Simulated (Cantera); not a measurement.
Pyrogenic steam for wet oxidation

An isothermal, constant-pressure homogeneous reactor starts with 28.3 % H₂, 16.7 % O₂, 55.0 % N₂, equivalence ratio 0.85, at 1150 K and 0.523 atm.

Model: the H2/O2 subset of GRI-Mech 3.0, which has no nitrogen chemistry, integrated in Cantera. The temperature is held fixed by assumption; the heat of reaction is taken as removed at once.

```tsv
t (s)	x H₂	x O₂	x O	x H₂O₂	x H	x OH	x H₂O
2.00e-5	0.283	0.167	1.15e-8	1.01e-10	8.26e-8	5.59e-9	9.16e-8
4.55e-5	0.283	0.167	8.70e-7	3.36e-9	6.18e-6	4.21e-7	7.90e-6
0.000104	0.175	0.121	0.00685	3.10e-6	0.0496	0.00371	0.0853
0.000236	0.0120	0.0350	0.00133	7.53e-6	0.00548	0.00179	0.311
0.000537	0.00270	0.0303	0.000182	4.85e-6	0.000318	0.000524	0.326
0.00122	0.000741	0.0294	3.23e-5	2.18e-6	3.08e-5	0.000198	0.329
0.00278	0.000204	0.0292	6.48e-6	7.81e-7	3.82e-6	9.03e-5	0.330
0.00632	4.78e-5	0.0291	1.47e-6	2.60e-7	4.76e-7	4.72e-5	0.330
0.0144	8.29e-6	0.0291	4.06e-7	9.46e-8	5.17e-8	2.69e-5	0.330
0.0328	1.16e-6	0.0291	1.37e-7	3.67e-8	5.69e-9	1.61e-5	0.330
0.0746	2.43e-7	0.0291	5.25e-8	1.50e-8	9.99e-10	9.99e-6	0.330
0.170	8.68e-8	0.0291	2.18e-8	6.45e-9	2.54e-10	6.43e-6	0.330
0.386	3.72e-8	0.0291	9.54e-9	2.89e-9	7.50e-11	4.25e-6	0.330
0.879	1.87e-8	0.0291	4.48e-9	1.38e-9	2.66e-11	2.91e-6	0.330
2.00	1.27e-8	0.0291	2.52e-9	7.86e-10	1.38e-11	2.18e-6	0.330
```
x: mole fraction; the columns are a selection and need not sum to one.

Equilibrium at this temperature and pressure: H₂ 1.15e-8, O₂ 0.0291, O 1.96e-9, H₂O₂ 6.16e-10, H 1.11e-11, OH 1.92e-6, H₂O 0.330 (gas phase only).
